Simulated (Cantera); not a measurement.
Charge: 1 mol S, 0.53 mol O₂, 0.3 mol H₂, held at 21.0 Torr.

Method: chemical equilibrium by Gibbs-energy minimisation in Cantera with the NASA 1993 tables (ideal gas, pure condensed phases). Candidate condensed phases: H₂O, H₂SO₄, S; 19 gas species. Gases not in the tables: S₃ to S₇. Kinetics and transport are ignored.

x: gas mole fraction; nothing condenses.

| T (K) | x SO₂ | x S₂ | x H₂O | x H₂ | x SO | x H₂S | x SH |
|---|---|---|---|---|---|---|---|
| 1198 | 0.396 | 0.293 | 0.276 | 0.00909 | 0.000836 | 0.0187 | … |
| 1273 | 0.396 | 0.293 | 0.274 | 0.0135 | 0.00172 | 0.0162 | … |
| 1348 | 0.396 | 0.292 | 0.269 | 0.0190 | 0.00325 | 0.0142 | … |
| 1423 | 0.396 | 0.290 | 0.263 | 0.0257 | 0.00574 | 0.0125 | … |
| 1498 | 0.396 | 0.287 | 0.256 | 0.0334 | 0.00956 | 0.0110 | … |
| 1573 | 0.396 | 0.283 | 0.247 | 0.0420 | 0.0151 | 0.00968 | … |
| 1648 | 0.395 | 0.277 | 0.237 | 0.0512 | 0.0229 | 0.00853 | … |
| 1723 | 0.392 | 0.270 | 0.226 | 0.0608 | 0.0334 | 0.00750 | … |
| 1798 | 0.387 | 0.262 | 0.214 | 0.0705 | 0.0468 | 0.00658 | … |
| 1873 | 0.381 | 0.251 | 0.201 | 0.0802 | 0.0635 | 0.00575 | … |
| 1948 | 0.372 | 0.239 | 0.189 | 0.0893 | 0.0837 | 0.00499 | … |

### Question
What belongs in the gaps?

### Answer

- 1198, x SH: 0.000186
- 1273, x SH: 0.000352
- 1348, x SH: 0.000617
- 1423, x SH: 0.00101
- 1498, x SH: 0.00157
- 1573, x SH: 0.00233
- 1648, x SH: 0.00329
- 1723, x SH: 0.00448
- 1798, x SH: 0.00589
- 1873, x SH: 0.00751
- 1948, x SH: 0.00928
